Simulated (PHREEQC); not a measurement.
A solution holds 0.038 mol NH4HF2, 0.025 mol H2SiF6, 0.00022 mol H3BO3 and 0.0074 mol H2SO4 per kg of water, at 13 °C and 300 atm. Closed to the air; pH follows from the charge balance.

Equilibrium calculation in PHREEQC: ion-association model, phreeqc.dat.

This is a speciation only: nothing precipitates in the calculation.

Problem. Order these F species by the share of F that they hold, largest first: BF4-, HF, F-, HF2-, SiF6-2.

Solution. SiF6-2 (66 %), HF (31 %), F- (1.7 %), HF2- (0.70 %), BF4- (0.39 %)

The pH is 1.62 and the ionic strength 0.0953 mol/kgw. Under pressure, the constants of complexes without a molar volume in the database are unreliable. Constants without temperature data keep their 25 °C values here. SiF6-2 is the database's only silicon fluoride. Real BF4- forms and hydrolyses slowly; the run takes it at equilibrium.
